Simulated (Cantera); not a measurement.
Input (Python, Cantera) and output of one run.

```python
import numpy as np
import cantera as ct

gas_names = """
    C CN CO CO2 C2 CCN CNC C2N2 C2O C3 C3O2 C4 C4N2 C5 N NCO NO NO2 NO3 N2 N2O O O2 O3 Si SiC SiC2 SiN
    SiO SiO2 Si2 Si2C Si2N Si3
""".split()
cond_names = """
    C(gr) Si(cr) Si(L) SiC(b) SiO2(Lqz) SiO2(hqz) SiO2(L) Si2N2O(s) Si3N4(a)
""".split()


# ... load() reads the species with a 1 bar reference pressure and builds the phases ...
atoms = {
    'SiC': {'Si': 1, 'C': 1},
    'N2O': {'N': 2, 'O': 1},
    'N2': {'N': 2},
}
top_T = {'C(gr)': 4500, 'SiC(b)': 3050, 'Si2N2O(s)': 2100, 'Si3N4(a)': 2400}  # K; cautious upper limits of use, not melting points


# ... equilibrate(T, P, feed) seeds the gas with the atoms and calls Mixture.equilibrate('TP', solver="vcs", rtol=1e-11, max_steps=5000) ...
results = []
feed = {'SiC': 1, 'N2O': 0.035, 'N2': 14}  # mol
T = 1500  # K
P = 13332.2  # Pa
mix = equilibrate(T, P, feed)
results.append((T, P, feed, dict(zip(mix.species_names, mix.species_moles))))
x = sorted(zip(gas.X, gas.species_names), reverse=True)
print(f"T = {T:g} K  P = {P:g} Pa  gas = {mix.phase_moles(0):.4g} mol")
print("   x: " + "  ".join(f"{s} {v:.3e}" for v, s in x if v > 1e-06))
print("   condensed (mol): " + ("  ".join(f"{mix.phase(i).name} {mix.phase_moles(i):.4g}"
      for i in range(1, mix.n_phases) if mix.phase_moles(i) > 1e-12) or "none"))
```

It prints:

```
T = 1500 K  P = 13332.2 Pa  gas = 13.38 mol
   x: N2 9.997e-01  CO 3.407e-04
   condensed (mol): C(gr) 0.9954  Si2N2O(s) 0.03043  Si3N4(a) 0.313
```

Cantera equilibrium calculation (NASA polynomials, part measured and part estimated; ideal gas, pure solids and liquids). Mutual solubility and eutectic melting of coexisting phases are not modelled.
